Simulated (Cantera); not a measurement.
# Premixed flame

A freely propagating, adiabatic, planar premixed flame of CH4 : O2 : N2 = 1 : 1.54 : 5.78 (molar parts), equivalence ratio 1.3, unburnt at 575 K and 100.0 Torr; mixture-averaged transport, grid criteria slope 0.08 and curve 0.16, no radiation.

Cantera simulation using GRI-Mech 3.0 (53 species, 325 reactions); the numbers are that mechanism's predictions, not measurements. Burning velocities carry a grid error of a few per cent, more on coarse grids.

```
z (mm)  T (K)  u (m/s)     x CH4     x O2   x CH2CO      x OH     x CO2     x CH2
------  -----  -------  --------  -------  --------  --------  --------  --------
-6.55     575     1.40     0.120    0.185     <1e-8     <1e-8   3.77e-8     <1e-8
-4.37     577     1.41     0.119    0.184     <1e-8   1.76e-8   1.23e-6     <1e-8
-3.27     585     1.44     0.118    0.183   5.75e-8   3.77e-7   1.17e-5     <1e-8
-2.18     656     1.63     0.112    0.177   1.64e-6   5.07e-6  0.000212     <1e-8
-1.09    1064     2.71    0.0782    0.142   4.89e-5   6.29e-5   0.00302   1.21e-6
-0.546   1458     3.77    0.0425   0.0983  0.000161  0.000449   0.00825   2.49e-5
0        1812     4.75    0.0120   0.0509  0.000168   0.00193    0.0166  0.000104
0.546    1985     5.22   0.00158   0.0216   4.39e-5   0.00447    0.0259   6.80e-5
1.09     2032     5.34  0.000126  0.00967   4.52e-6   0.00627    0.0341   1.13e-5
2.18     2048     5.37   7.22e-7  0.00411   3.99e-8   0.00707    0.0435   1.12e-7
4.37     2058     5.38     <1e-8  0.00312     <1e-8   0.00700    0.0485     <1e-8
8.73     2069     5.40     <1e-8  0.00286     <1e-8   0.00682    0.0493     <1e-8
17.5     2087     5.44     <1e-8  0.00253     <1e-8   0.00651    0.0494     <1e-8
```
x: mole fraction of selected species; z is measured from the peak of heat release.

The laminar burning velocity is 140 cm/s and the thermal thickness comes out as 2.18 mm. The peak x(CH2CO) is 0.000197, the peak x(OH) is 0.00708 and the peak x(CH2) is 0.000111. The grid points comes out as 166.
